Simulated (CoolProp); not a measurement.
R245ca at 293.15 K and 0.0334 MPa is compressed adiabatically to 0.252 MPa with isentropic efficiency 0.7. Each further row changes one setting.

The numbers come from the reference Helmholtz-energy equation of state, Zhou 2016 in CoolProp.

```tsv
case	work (kJ/kg)	final temperature (K)	final density (kg/m³)
as stated	54.6	354.5	12.1
efficiency 1	38.2	338.5	12.8
efficiency 0.65	58.8	358.5	11.9
```
